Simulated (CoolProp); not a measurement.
R1233zd(E) at 240.09 K and 0.977 MPa is throttled through a valve to 0.46 MPa with no heat exchange. Each further row changes one setting.

Values from CoolProp's reference Helmholtz-energy equation of state, Akasaka 2022.

```tsv
case	temperature change (K)
as stated	+0.2
outlet pressure 0.138 MPa	+0.4
outlet pressure 0.598 MPa	+0.2
```
